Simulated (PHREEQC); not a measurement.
Solution (20 °C): 0.022 mol CsOH, 0.00099 mol Na2SiO3 and 8.9e-06 mol K3PO4 per kg of water. Closed to the air; pH follows from the charge balance.

All values are PHREEQC results (ion-association model, wateq4f.dat), not measurements.

This is a speciation only: nothing precipitates in the calculation.

### Question
What pH does the model give?

### Answer
pH 12.46.

### Question
In which forms is P present?

### Answer
PO4-3 71 %, HPO4-2 29 % of the P.

H3PO4, which wateq4f.dat lacks, is added to it with the constant of phreeqc.dat.
